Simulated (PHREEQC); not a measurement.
A solution holds 0.23 mmol/kgw KH2PO4 and 5.5 mmol/kgw HCl, at 25 °C. Closed to the air; pH follows from the charge balance.

Model: ion-association model, phreeqc.dat, run in PHREEQC.

This is a speciation only: nothing precipitates in the calculation.

Task: Predict the pH, specific conductance.

Result: pH 2.30; specific conductance 2210 µS/cm.

Task: In which forms is P present?

Result: H2PO4- 59 %, H3PO4 41 % of the P.
